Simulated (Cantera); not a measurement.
A Cantera script and what it prints.

```python
import numpy as np
import cantera as ct

gas_names = """
    H HO2 H2 H2O H2O2 H2S H2SO4 O OH O2 O3 S SH SO SO2 SO3 S2 S2O S8
""".split()
cond_names = """
    H2O(s) H2O(L) H2SO4(L) S(cr1) S(cr2) S(L)
""".split()


# ... load() reads the species with a 1 bar reference pressure and builds the phases ...
atoms = {
    'S': {'S': 1},
    'H2': {'H': 2},
    'O2': {'O': 2},
}
top_T = {}  # K; cautious upper limits of use, not melting points


# ... equilibrate(T, P, feed) seeds the gas with the atoms and calls Mixture.equilibrate('TP', solver="vcs", rtol=1e-11, max_steps=5000) ...
results = []
feed = {'S': 1, 'H2': 1.4, 'O2': 0.95}  # mol
P = 133.322  # Pa
for T in [2048, 2148, 2248, 2348, 2448, 2548, 2648, 2748, 2848]:
    mix = equilibrate(T, P, feed)
    results.append((T, P, feed, dict(zip(mix.species_names, mix.species_moles))))

top = {s: max(r[3][s] / sum(r[3][g] for g in gas_names) for r in results) for s in gas_names}
cols = sorted((s for s in top if top[s] > 0.0001), key=lambda s: -top[s])[:8]
seen = [c for c in cond_names if any(r[3].get(c, 0) > 1e-12 for r in results)]
print("log10 of partial pressures in bar; condensed amounts in mol")
print(f"{'T/K':>10s}" + "".join(f"{s[:9]:>10s}" for s in cols + seen))
for T, P, feed, n in results:
    ng = sum(n[g] for g in gas_names)
    print(f"{T:10.4g}" + "".join(f"{np.log10(max(n[s] / ng * P / 1e5, 1e-99)):10.3f}" for s in cols)
          + "".join(f"{n.get(c, 0):10.4g}" for c in seen))
```

It prints:

```
log10 of partial pressures in bar; condensed amounts in mol
       T/K         H        H2       H2O         O       SO2        SO         S        OH
      2048    -4.353    -3.407    -3.430    -6.427    -3.566    -3.801    -4.525    -5.339
      2148    -4.088    -3.415    -3.476    -5.863    -3.592    -3.730    -4.386    -5.039
      2248    -3.857    -3.446    -3.525    -5.332    -3.624    -3.690    -4.300    -4.760
      2348    -3.659    -3.502    -3.591    -4.840    -3.670    -3.677    -4.251    -4.513
      2448    -3.494    -3.586    -3.704    -4.407    -3.749    -3.682    -4.204    -4.322
      2548    -3.363    -3.707    -3.900    -4.058    -3.889    -3.705    -4.129    -4.216
      2648    -3.271    -3.877    -4.205    -3.800    -4.113    -3.755    -4.023    -4.214
      2748    -3.218    -4.099    -4.617    -3.624    -4.428    -3.846    -3.906    -4.307
      2848    -3.194    -4.359    -5.101    -3.510    -4.828    -3.988    -3.805    -4.470
```

Method: chemical equilibrium by Gibbs-energy minimisation in Cantera with the NASA 1993 tables (ideal gas, pure condensed phases).
